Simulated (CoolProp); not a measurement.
Vapour-liquid equilibrium of R13 (1) + n-butane (2) at 56.8 kPa; x and y are mole fractions of (1).

Values from CoolProp's multi-fluid Helmholtz-energy mixture model, Platzer 1990 and Bücker 2006; pair parameters Bell 2016. This equation is an older, rougher fit; its heat capacities, sound speeds and derivatives of the liquid may be far off and weren't checked against measurements.

```csv
x,"bubble temperature, mixture model (K)","bubble temperature, Raoult's law (K)","y, mixture model","y, Raoult's law"
0.05,?,238.3,0.829,0.632
0.15,202.0,217.8,0.964,0.898
0.25,194.7,207.3,?,0.956
0.35,?,200.5,0.987,0.977
0.45,189.1,195.7,0.990,0.987
0.55,?,191.9,0.992,0.992
0.65,186.3,188.9,?,0.995
0.75,185.1,186.4,0.995,0.997
0.85,183.8,184.3,0.997,0.999
0.95,182.4,182.4,0.999,1.000
```

Task: Fill in the missing entries.

Result: 
- 0.05, bubble temperature, mixture model (K): 223.9
- 0.25, y, mixture model: 0.981
- 0.35, bubble temperature, mixture model (K): 191.1
- 0.55, bubble temperature, mixture model (K): 187.6
- 0.65, y, mixture model: 0.993

The largest gap from Raoult's law is -15.8 K in bubble temperature, at x = 0.15. No azeotrope shows between x = 0.05 and 0.95.

Pair parameters are fitted to limited data, so mixtures are less certain than the pure fluids. With so large a gap from Raoult's law the liquid may split in two, which this calculation doesn't test in full.
